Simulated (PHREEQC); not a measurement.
Copper plating or etch bath (model solution)

Consider water at 25 °C with 130 mmol/kgw CuCl2, 99 mmol/kgw HBF4 and 0.29 mmol/kgw NaCl. Closed to the air; pH follows from the charge balance.

All values are PHREEQC results (ion-association model, wateq4f.dat), not measurements.

No solid was allowed to form.

What pH, activity of water, ionic strength does the model give?

pH 1.13; activity of water 0.990; ionic strength 0.448 mol/kgw.

In which forms is B present?

BF4- 95 %, H3BO3 2.7 %, BF3OH- 2.5 % of the B.

Real BF4- forms and hydrolyses slowly; the run takes it at equilibrium.
